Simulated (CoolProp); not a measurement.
Values from CoolProp's reference Helmholtz-energy equation of state, Thol 2012.

Task: Give the vapour pressure (MPa), vapour density (kg/m³), enthalpy of vaporisation (kJ/kg), liquid viscosity (µPa s) of saturated benzene at 71.35, 112.25 °C.

Result: 
| T (°C) | p (MPa) | vapour density (kg/m³) | enthalpy of vaporisation (kJ/kg) | liquid viscosity (µPa s) |
|---|---|---|---|---|
| 71.35 | 0.0769 | 2.16 | 400 | 349 |
| 112.25 | 0.248 | 6.46 | 369 | 238 |

Viscosity comes from a separate model (Avgeri 2014).
